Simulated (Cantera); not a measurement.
Diamond growth

A diamond (100) surface in a fixed gas of H2 with x(CH4) = 0.0031, x(CH3) = 2.8e-05, at 1400 K, 9800 Pa; coverages are run to steady state.

Model: the Harris–Goodwin 1993 mechanism for the reconstructed diamond (100) surface, integrated in Cantera.

| x(H) | growth (µm/h) | θ c6HH | θ c6H* | θ c6*H | θ c6** |
|---|---|---|---|---|---|
| 0.0001 | 0.00421 | 0.713 | 0.0279 | 0.256 | 0.00312 |
| 0.00023 | 0.0249 | 0.577 | 0.0407 | 0.373 | 0.00925 |
| 0.00054 | 0.102 | 0.464 | 0.0507 | 0.464 | 0.0213 |
| 0.0012 | 0.257 | 0.396 | 0.0560 | 0.512 | 0.0360 |
| 0.0029 | 0.486 | 0.356 | 0.0585 | 0.535 | 0.0505 |
| 0.0066 | 0.707 | 0.338 | 0.0595 | 0.543 | 0.0594 |
| 0.015 | 0.967 | 0.329 | 0.0600 | 0.546 | 0.0643 |
| 0.036 | 1.39 | 0.326 | 0.0605 | 0.547 | 0.0669 |
| 0.082 | 2.04 | 0.324 | 0.0615 | 0.546 | 0.0682 |
θ: site fractions in the mechanism's names (c6HH fully hydrogenated, c6H* and c6*H radical sites, c6** diradical, c6HM methylated).
